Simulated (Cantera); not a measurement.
What does this Cantera script print?

```python
import numpy as np
import cantera as ct

gas_names = [...]  # 47 gases of nasa_gas.yaml made of Cl, H, N, O, Si
cond_names = """
    H2O(s) H2O(L) NH4CL(a) NH4CL(b) Si(cr) Si(L) SiO2(Lqz) SiO2(hqz) SiO2(L) Si2N2O(s) Si3N4(a)
""".split()


# ... load() reads the species with a 1 bar reference pressure and builds the phases ...
atoms = {
    'SiCl4': {'Si': 1, 'CL': 4},
    'NO': {'N': 1, 'O': 1},
    'H2': {'H': 2},
}
top_T = {'Si2N2O(s)': 2100, 'Si3N4(a)': 2400}  # K; cautious upper limits of use, not melting points


# ... equilibrate(T, P, feed) seeds the gas with the atoms and calls Mixture.equilibrate('TP', solver="vcs", rtol=1e-11, max_steps=5000) ...
results = []
feed = {'SiCl4': 1, 'NO': 2.9, 'H2': 1.3}  # mol
T = 873  # K
P = 13332.2  # Pa
mix = equilibrate(T, P, feed)
results.append((T, P, feed, dict(zip(mix.species_names, mix.species_moles))))
print(gas.report(threshold=0.001))
for i in range(1, mix.n_phases):
    print(f"{mix.phase(i).name:16s} {mix.phase_moles(i):12.5e} mol")
```

Result:

```
       temperature   873 K
          pressure   13332 Pa
           density   0.07266 kg/m^3
  mean mol. weight   39.558 kg/kmol
   phase of matter   gas

                          1 kg             1 kmol
                     ---------------   ---------------
          enthalpy       -8.3348e+05       -3.2971e+07  J
   internal energy        -1.017e+06        -4.023e+07  J
           entropy            6542.6        2.5881e+05  J/K
    Gibbs function       -6.5452e+06       -2.5892e+08  J
 heat capacity c_p            839.92             33226  J/K
 heat capacity c_v            629.74             24911  J/K

                      mass frac. Y      mole frac. X     chem. pot. / RT
                     ---------------   ---------------   ---------------
               CL2           0.36147           0.20168           -32.223
               HCL           0.35941           0.38997            -39.62
               H2O          0.028629          0.062864           -62.554
                N2           0.20367            0.2876           -27.785
                O2           0.04677          0.057821           -31.074
     [  +42 minor]        5.6586e-05        6.1214e-05

Si(cr)            0.00000e+00 mol
SiO2(hqz)         1.00000e+00 mol
Si2N2O(s)         0.00000e+00 mol
Si3N4(a)          0.00000e+00 mol
```

Method: chemical equilibrium by Gibbs-energy minimisation in Cantera with the NASA 1993 tables (ideal gas, pure condensed phases).
